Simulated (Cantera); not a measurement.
**Hydrocarbon pyrolysis for carbon deposition**

An isothermal, constant-pressure homogeneous reactor starts with CH₄ : H₂ = 1 : 86 (molar parts), at 1625 K and 0.00405 atm.

Computed with Cantera and GRI-Mech 3.0 (53 species, 325 reactions). GRI-Mech 3.0 stops at C3 and has no aromatics, soot or wall deposition, so with more carbon than oxygen in the feed, carbon stays in small species such as C2H2 where larger ones or solid carbon would form. Radical loss at walls, strong at low pressure, is not modelled.

```tsv
t (s)	x CH₄	x H₂	x CH₃	x C₂H₂	x C₂H₆	x C₂H₄
0.000100	0.0115	0.989	2.51e-8	<1e-12	<1e-12	<1e-12
0.000280	0.0115	0.989	5.59e-8	<1e-12	<1e-12	<1e-12
0.000786	0.0115	0.989	1.18e-7	<1e-12	<1e-12	<1e-12
0.00220	0.0115	0.989	2.82e-7	<1e-12	<1e-12	<1e-12
0.00618	0.0115	0.989	7.41e-7	<1e-12	4.10e-12	1.55e-11
0.0173	0.0115	0.988	2.03e-6	5.23e-12	5.67e-11	3.20e-10
0.0486	0.0115	0.988	5.63e-6	3.52e-10	5.93e-10	6.70e-9
0.136	0.0115	0.988	1.57e-5	2.65e-8	4.84e-9	1.28e-7
0.382	0.0114	0.988	4.36e-5	1.81e-6	3.17e-8	1.56e-6
1.07	0.0112	0.988	0.000112	5.94e-5	1.39e-7	6.38e-6
3.00	0.00996	0.988	0.000173	0.000663	2.28e-7	9.13e-6
```
x: mole fraction; the columns are a selection and need not sum to one.

Equilibrium at this temperature and pressure: CH₄ 7.45e-5, H₂ 0.993, CH₃ 1.68e-6, C₂H₂ 0.00564, C₂H₆ 2.98e-11, C₂H₄ 2.04e-6 (gas phase only).
